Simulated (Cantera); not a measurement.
## Reactions in the system N-O-V

Standard-state values (1 bar) from the NASA 1993 polynomials, evaluated with Cantera. Values are per mole of reaction as written; species without (g) are pure solids or liquids, kept so even where they would boil at 1 bar. VN: taken at fixed stoichiometry.

5 N2O(g) + 2 VN ⇌ 6 N2(g) + V2O5

```tsv
T (K)	ΔH° (kJ)	ΔS° (J/K)	ΔG° (kJ)	log10 K
473	-1519.5	118.7	-1575.6	174.00
498	-1519.0	119.7	-1578.6	165.57
523	-1518.6	120.5	-1581.6	157.96
548	-1518.2	121.2	-1584.6	151.04
573	-1517.9	121.8	-1587.7	144.73
598	-1517.6	122.3	-1590.7	138.94
```

V2O4 + 6 N2O(g) ⇌ 10 NO(g) + 2 VN

```
T (K)  ΔH° (kJ)  ΔS° (J/K)  ΔG° (kJ)  log10 K
-----  --------  ---------  --------  -------
473      1407.1      733.0    1060.3  -117.09
498      1406.6      732.0    1042.0  -109.30
523      1406.0      730.9    1023.8  -102.25
548      1405.4      729.8    1005.5   -95.84
573      1404.7      728.5     987.3   -90.00
598      1404.0      727.3     969.1   -84.64
```
